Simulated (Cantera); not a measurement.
Cantera run, input and output.

```python
import numpy as np
import cantera as ct

gas = ct.Solution("gri30.yaml")
gas.TPX = 2125, 14000, {'CH4': 0.028, 'H2': 1, 'CO2': 0.0032}
reactor = ct.IdealGasConstPressureReactor(gas, energy="off", clone=False)
net = ct.ReactorNet([reactor])
net.rtol, net.atol = 1e-08, 1e-18
show = ['CH4', 'H2', 'CO2', 'HO2', 'C2H6']
times = np.geomspace(7e-06, 5, 15)

steps = ct.SolutionArray(gas, extra=["t"])
rows = []
print(f"{'t/s':>10s}{'T/K':>9s}{'P/Pa':>11s}" + "".join(f"{s:>11s}" for s in show))
for t in times:
    while net.time < t:
        t_next = net.step()
        steps.append(gas.state, t=t_next)
    rows.append([np.interp(t, steps.t, y) for y in (steps.T, steps.P, *steps(*show).X.T)])
    print(f"{t:10.3e}{rows[-1][0]:9.1f}{rows[-1][1]:11.4g}" + "".join(f"{x:11.3e}" for x in rows[-1][2:]))
rate = np.gradient(steps.T, steps.t)
print("integrator steps:", len(steps.t))
if steps.T.max() > steps.T[0] + 200:
    print(f"time of steepest temperature rise: {steps.t[rate.argmax()]:.4e} s")
gas.TPX = 2125, 14000, {'CH4': 0.028, 'H2': 1, 'CO2': 0.0032}
gas.equilibrate("TP")
print(f"equilibrium (TP): T = {gas.T:.1f} K  " + "  ".join(f"{s} {gas[s].X[0]:.3e}" for s in show))
```

Result:

```
       t/s      T/K       P/Pa        CH4         H2        CO2        HO2       C2H6
 7.000e-06   2125.0    1.4e+04  2.709e-02  9.696e-01  3.103e-03  3.392e-16  1.589e-09
 1.833e-05   2125.0    1.4e+04  2.700e-02  9.695e-01  3.101e-03  1.561e-15  1.919e-08
 4.801e-05   2125.0    1.4e+04  2.676e-02  9.691e-01  3.087e-03  4.402e-15  1.638e-07
 1.257e-04   2125.0    1.4e+04  2.613e-02  9.679e-01  3.003e-03  8.386e-15  9.578e-07
 3.293e-04   2125.0    1.4e+04  2.423e-02  9.654e-01  2.511e-03  1.398e-14  3.237e-06
 8.625e-04   2125.0    1.4e+04  1.867e-02  9.639e-01  1.016e-03  1.845e-14  3.663e-06
 2.259e-03   2125.0    1.4e+04  1.024e-02  9.668e-01  5.183e-05  1.591e-14  1.283e-06
 5.916e-03   2125.0    1.4e+04  4.114e-03  9.698e-01  1.865e-06  1.613e-14  2.285e-07
 1.549e-02   2125.0    1.4e+04  1.469e-03  9.709e-01  1.810e-06  1.441e-14  3.128e-08
 4.058e-02   2125.0    1.4e+04  6.516e-04  9.715e-01  1.641e-06  9.211e-15  6.391e-09
 1.063e-01   2125.0    1.4e+04  4.142e-04  9.720e-01  1.095e-06  2.757e-15  2.634e-09
 2.783e-01   2125.0    1.4e+04  2.273e-04  9.725e-01  2.813e-07  1.335e-16  8.299e-10
 7.290e-01   2125.0    1.4e+04  1.154e-04  9.727e-01  6.285e-09  6.185e-20  2.502e-10
 1.909e+00   2125.0    1.4e+04  1.090e-04  9.727e-01  2.752e-11  1.222e-24  2.287e-10
 5.000e+00   2125.0    1.4e+04  1.090e-04  9.727e-01  2.724e-11  1.197e-24  2.287e-10
integrator steps: 1222
equilibrium (TP): T = 2125.0 K  CH4 1.092e-04  H2 9.727e-01  CO2 2.734e-11  HO2 1.206e-24  C2H6 2.291e-10
```

Cantera simulation using GRI-Mech 3.0 (53 species, 325 reactions); the numbers are that mechanism's predictions, not measurements. GRI-Mech 3.0 stops at C3 and has no aromatics, soot or wall deposition, so with more carbon than oxygen in the feed, carbon stays in small species such as C2H2 where larger ones or solid carbon would form.
